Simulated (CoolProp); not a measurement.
Vapour pressure (MPa) of ethylene: the reference equation beside estimates from Tc = 9.2 °C, pc = 5.042 MPa, ω = 0.087. Clausius-Clapeyron is anchored at -66.65 °C with a constant enthalpy of vaporisation of 11.78 kJ/mol.

Computed with CoolProp (reference Helmholtz-energy equation of state, Smukala 2000).

```tsv
T (°C)	reference	Lee-Kesler	Clausius-Clapeyron	van der Waals	Redlich-Kwong	Peng-Robinson
-66.65	0.5893	0.5899	0.5893	1.259	0.6314	0.5890
-64.05	0.6502	0.6509	0.6418	1.339	0.6970	0.6498
-61.45	0.7156	0.7165	0.6975	1.422	0.7672	0.7151
-58.85	0.7856	0.7867	0.7565	1.508	0.8423	0.7851
-56.25	0.8606	0.8617	0.8189	1.598	0.9224	0.8600
-53.65	0.9406	0.9418	0.8848	1.691	1.008	0.9401
-51.05	1.026	1.027	0.9542	1.787	1.098	1.026
-48.45	1.117	1.118	1.027	1.886	1.194	1.117
-45.85	1.213	1.214	1.104	1.990	1.296	1.213
-43.25	1.316	1.316	1.185	2.096	1.404	1.316
-40.55	1.428	1.429	1.273	2.210	1.522	1.430
-37.95	1.543	1.543	1.361	2.324	1.642	1.545
-35.35	1.665	1.665	1.454	2.441	1.768	1.668
```

Absolute difference from the reference over all 13 rows, mean and median: Lee-Kesler 0.1 and 0.1 %, Clausius-Clapeyron 6.7 and 7.0 %, van der Waals 76.5 and 74.2 %, Redlich-Kwong 6.9 and 7.0 %, Peng-Robinson 0.1 and 0.1 %.
